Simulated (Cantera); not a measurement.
Charge: 1 mol CuO, 8 mol C, 0.15 mol H₂, 1.1 mol CH₄, equilibrated at 13300 Pa.

Cantera equilibrium calculation (NASA polynomials, part measured and part estimated; ideal gas, pure solids and liquids). Candidate condensed phases: C, C₆H₆, C₇H₈, C₈H₁₈, Cu, CuO, Cu(OH)₂, Cu₂O, H₂O; 113 gas species. The numbers say what is thermodynamically allowed, not how fast it happens. All values below are at 1827 °C.

Base state: H₂ 0.640, CO 0.274, Cu 0.0781, H 0.00682, C₂H₂ (acetylene) 0.000924, Cu₂ 0.000446, CH₄ 1.80e-5 (mole fractions); condensed: C(graphite) + Cu(l).

Q: What changes in the equilibrium state with this change: pressure from 13300 Pa to 990000 Pa?

A: 
```csv
species,before,after
H₂,0.640,0.697
CO,0.274,0.298
CH₄,1.80e-5,0.00159
Cu,0.0781,0.00105
C₂H₄,3.12e-7,2.75e-5
H₂O,1.88e-6,0.000165
CO₂,1.63e-7,1.43e-5
Cu₂,0.000446,6.00e-6
"C(graphite), mol",8.09,8.09
"Cu(l), mol",0.712,0.996
```
